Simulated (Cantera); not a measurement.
**Reactions in the system H-O-P**

Cantera with NASA thermochemical tables; ideal gases at 1 bar, condensed phases pure. Values are per mole of reaction as written; species without (g) are pure solids or liquids, kept so even where they would boil at 1 bar.

3 O₂(g) + 2 PH₃(g) → 3 H₂O₂(g) + P₂(g)

```csv
T (K),ΔH° (kJ),ΔS° (J/K),ΔG° (kJ),log10 K
2300,-290.4,-125.8,-1.1,0.03
2350,-290.8,-125.9,5.1,-0.11
2400,-291.1,-126.1,11.4,-0.25
2450,-291.5,-126.2,17.8,-0.38
2500,-291.9,-126.4,24.1,-0.50
2550,-292.2,-126.5,30.4,-0.62
```
